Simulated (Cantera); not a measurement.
Feed: 1 mol (CH₃)₂SiCl₂, 2.7 mol HCl, 46 mol H₂, equilibrated at 2100 K and 6.00 mbar.

Cantera equilibrium calculation (NASA polynomials, part measured and part estimated; ideal gas, pure solids and liquids). The feed counts by its element totals alone. The tables' values for SiCl are old estimates; treat these amounts as uncertain. Gases not in the tables: Si₂H₆ and higher silanes. Equilibrium is a limit: real reactors are often held back by kinetics, nucleation or transport.

```
species             before     after
----------------  --------  --------
H₂                   0.873     0.911
HCl                 0.0818    0.0887
H                   0.0376  0.000212
SiCl₂              0.00128  0.000201
Si                 0.00173   1.21e-8
SiC₂              0.000112     <1e-9
Si₂C               7.09e-5     <1e-9
SiH                6.81e-5   2.90e-9
SiCl              0.000221   6.48e-8
SiH₂               1.24e-5   9.64e-9
C(graphite), mol      1.04      1.01
SiC(s), mol          0.807     0.989
```
Gas species are given as mole fractions.

Which change was made?
A. (CH₃)₂SiCl₂ replaced by CH₃SiH₃
B. H₂ from 46 to 730 mol
C. temperature from 2100 K to 1498.15 K
D. H₂ from 46 to 110 mol

C, temperature from 2100 K to 1498.15 K
